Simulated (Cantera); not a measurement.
A Cantera script and its output.

```python
import numpy as np
import cantera as ct

gas = ct.Solution("h2o2.yaml")
gas.TPX = 375, 101325, {'H2': 1, 'O2': 0.179, 'N2': 0.671}
flame = ct.FreeFlame(gas, width=0.04)
flame.set_refine_criteria(ratio=3, slope=0.08, curve=0.16)
flame.transport_model = "mixture-averaged"
flame.solve(loglevel=0, auto=True)
z, T = flame.grid, flame.T
thick = (T[-1] - T[0]) / np.gradient(T, z).max()
show = ['H2', 'O2', 'H2O', 'O', 'H2O2', 'H']
print(f"laminar burning velocity  {flame.velocity[0] * 100:.3f} cm/s")
print(f"burnt temperature         {T[-1]:.1f} K")
print(f"thermal thickness         {thick * 1e3:.4f} mm")
print(f"grid points               {len(z)}")
z0 = z[flame.heat_release_rate.argmax()]
print(f"{'z/mm':>9s}{'T/K':>9s}{'u/(m/s)':>9s}" + "".join(f"{s:>11s}" for s in show))
rows = []
for k in (-3, -2, -1.5, -1, -0.5, -0.25, 0, 0.25, 0.5, 1, 2, 4, 8):
    zz = z0 + k * thick
    rows.append([k * thick, np.interp(zz, z, T), np.interp(zz, z, flame.velocity),
                 *(np.interp(zz, z, flame.X[gas.species_index(s)]) for s in show)])
    print(f"{rows[-1][0] * 1e3:9.3f}{rows[-1][1]:9.1f}{rows[-1][2]:9.3f}" + "".join(f"{x:11.3e}" for x in rows[-1][3:]))
```

Output:

```
laminar burning velocity  351.255 cm/s
burnt temperature         1874.2 K
thermal thickness         0.3903 mm
grid points               127
     z/mm      T/K  u/(m/s)         H2         O2        H2O          O       H2O2          H
   -1.171    375.0    3.513  5.405e-01  9.676e-02  5.919e-12  1.593e-13  3.653e-14  2.609e-16
   -0.781    375.0    3.513  5.405e-01  9.676e-02  4.681e-10  9.377e-12  3.603e-12  1.553e-14
   -0.585    375.0    3.513  5.405e-01  9.676e-02  7.835e-09  1.253e-10  6.933e-11  2.103e-13
   -0.390    375.3    3.515  5.404e-01  9.678e-02  7.170e-07  6.608e-09  8.673e-09  3.719e-11
   -0.195    414.1    3.839  5.347e-01  9.740e-02  9.879e-04  3.886e-06  1.534e-05  2.765e-05
   -0.098    678.6    6.112  5.050e-01  9.090e-02  2.214e-02  1.222e-04  4.492e-05  3.661e-03
    0.000   1039.0    9.123  4.464e-01  6.770e-02  7.626e-02  7.926e-04  5.075e-06  2.199e-02
    0.098   1295.0   11.304  3.840e-01  3.055e-02  1.484e-01  1.289e-03  5.293e-07  4.612e-02
    0.195   1422.9   12.412  3.540e-01  8.830e-03  1.898e-01  6.571e-04  2.270e-07  5.636e-02
    0.390   1524.8   13.246  3.477e-01  6.965e-04  2.064e-01  1.700e-04  1.135e-07  5.303e-02
    0.781   1614.6   13.941  3.547e-01  3.700e-05  2.090e-01  9.797e-05  8.013e-08  4.171e-02
    1.561   1697.6   14.568  3.628e-01  1.548e-05  2.104e-01  5.889e-05  4.834e-08  2.993e-02
    3.123   1765.9   15.075  3.697e-01  7.518e-06  2.118e-01  2.902e-05  2.407e-08  1.981e-02
```

Cantera simulation using the H2/O2 subset of GRI-Mech 3.0, which has no nitrogen chemistry; the numbers are that mechanism's predictions, not measurements. Burning velocities carry a grid error of a few per cent, more on coarse grids.
